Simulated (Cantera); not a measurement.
A freely propagating, adiabatic, planar premixed flame of H2 : O2 : N2 = 1 : 0.357 : 1.5 (molar parts), equivalence ratio 1.4, unburnt at 425 K and 0.132 atm; mixture-averaged transport, grid criteria slope 0.08 and curve 0.16, no radiation.

Computed with Cantera and the H2/O2 subset of GRI-Mech 3.0, which has no nitrogen chemistry. Burning velocities carry a grid error of a few per cent, more on coarse grids.

### Question
What does this change do: inlet temperature 425 to 650 K?

### Answer
```tsv
quantity	before	after
laminar burning velocity	359 cm/s	735 cm/s
thermal thickness	5.82 mm	6.87 mm
peak x(HO2)	9.01e-5	3.60e-5
peak x(O)	0.00764	0.00968
peak x(H2O2)	9.89e-6	5.09e-7
```

### Question
What does this change do: O2 0.357 to 0.28 parts?

### Answer
```csv
quantity,before,after
laminar burning velocity,359 cm/s,305 cm/s
thermal thickness,5.82 mm,5.85 mm
peak x(HO2),9.01e-5,7.50e-5
peak x(O),0.00764,0.00375
peak x(H2O2),9.89e-6,7.94e-6
```
